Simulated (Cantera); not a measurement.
Charge: 1 mol Hg, 0.022 mol O₂, 0.51 mol N₂, at 900 K and 130000 Pa.

These are equilibrium values from Cantera (NASA tables, ideal gas, pure condensed phases), not measurements of a reactor. Candidate condensed phases: Hg, HgO; 10 gas species. Kinetics and transport are ignored.

Question: What is the equilibrium state?

Answer: 
- x(Hg): 0.653
- x(N₂): 0.333
- x(O₂): 0.0144
- x(NO): 1.57e-6
- gas amount: 1.532 mol
- log10 activity of Hg(l) (absent): -1.53
